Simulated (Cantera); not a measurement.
Charge: 1 mol MgO, 1 mol C, 2.7 mol CO, held at 1625 K.

Method: chemical equilibrium by Gibbs-energy minimisation in Cantera with the NASA 1993 tables (ideal gas, pure condensed phases). Candidate condensed phases: C, Mg, MgCO3, MgO; 15 gas species. Rates play no part.

x: gas mole fraction; n: condensed amount in mol.

```tsv
P (Pa)	x CO	x Mg	x CO2	x Mg2	n C(graphite)	n MgO(s)
10	0.787	0.213	?	9.68e-10	0	0
68	0.787	0.213	?	6.58e-9	0	0
460	0.787	0.213	?	4.45e-8	0	0
3200	0.973	0.0265	?	4.80e-9	0.924	0.924
22000	0.999	0.000546	?	1.40e-11	0.999	0.999
150000	1.000	1.17e-5	?	<1e-12	1.00	1.000
1000000	0.998	2.65e-7	?	<1e-12	1.01	1.000
```

Task: What belongs in the gaps?

Result: 
- 10, x CO2: 1.49e-8
- 68, x CO2: 1.01e-7
- 460, x CO2: 6.86e-7
- 3200, x CO2: 7.30e-6
- 22000, x CO2: 5.29e-5
- 150000, x CO2: 0.000361
- 1000000, x CO2: 0.00239
